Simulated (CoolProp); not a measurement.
Saturation properties of nitrous oxide.

Values from CoolProp's reference Helmholtz-energy equation of state, Lemmon 2006. It is a short technical equation, of lower accuracy than the large ones.

```
T (°C)     p (kPa)  liquid density (kg/m³)  vapour density (kg/m³)
------  ----------  ----------------------  ----------------------
-52.25       592.6              (withheld)                   15.62
-46.25       747.4                    1097                   19.53
-40.15       933.8                    1075              (withheld)
-34.15        1149                    1053                   29.71
-28.05        1402                    1030              (withheld)
-22.05        1690                    1006                   43.85
-15.95        2024                   981.1                   52.90
-9.95   (withheld)                   954.7                   63.38
-3.85   (withheld)                   926.2                   75.99
2.15          3298                   896.0                   90.78
8.25          3836                   862.4                   109.0
14.25         4425                   825.7                   131.1
20.35         5093                   782.4                   159.9
```

Question: Some entries are withheld; supply them.

Answer: 
- -52.25, liquid density (kg/m³): 1117
- -40.15, vapour density (kg/m³): 24.24
- -28.05, vapour density (kg/m³): 36.27
- -9.95, p (kPa): 2397
- -3.85, p (kPa): 2825

It boils at -88.5 °C under 1 atm.
